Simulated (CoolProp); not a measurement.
C2F6 (R116) at several states: density (kg/m³) from the reference equation and from simpler models built on Tc = 293.0 K, pc = 30.48 bar, ω = 0.257; each cubic takes its own stable root.

Values from CoolProp's reference Helmholtz-energy equation of state, Lemmon 2006. It is a short technical equation, of lower accuracy than the large ones.

```
T (K)  p (bar)   phase  reference  van der Waals  Redlich-Kwong  Soave-Redlich-Kwong  Peng-Robinson
-----  -------  ------  ---------  -------------  -------------  -------------------  -------------
362       3.59     gas      16.78          16.81          16.82                16.77          16.84
370.6     13.5     gas      64.66          65.49          65.47                64.59          65.44
189.4     4.14  liquid       1631           1029           1508                 1562           1765
```
